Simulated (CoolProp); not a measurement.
The fluid at 298.15 K and 0.324 MPa expands adiabatically to 0.0267 MPa with isentropic efficiency 1. The same conditions are run with several fluids, on thermodynamics alone (safety and materials aside).

Values from CoolProp's reference Helmholtz-energy equation of state of each fluid (R22: Kamei 1995; methane: Setzmann 1991; hydrogen sulfide: Lemmon 2006; R407C: Lemmon 2003; propane: Lemmon 2009). Blends and air are pseudo-pure fits.

Rank R22, methane, hydrogen sulfide, R407C, propane by work (kJ/kg), highest first.

methane (288), hydrogen sulfide (135), propane (117), R407C (59.3), R22 (57.1)

```tsv
fluid	final temperature (K)	final phase	final density (kg/m³)
R22	207.4	two-phase, vapour fraction 0.972	1.40
methane	161.5	gas	0.320
hydrogen sulfide	189.8	two-phase, vapour fraction 0.943	0.617
R407C	213.2	gas	1.32
propane	214.3	gas	0.669
```
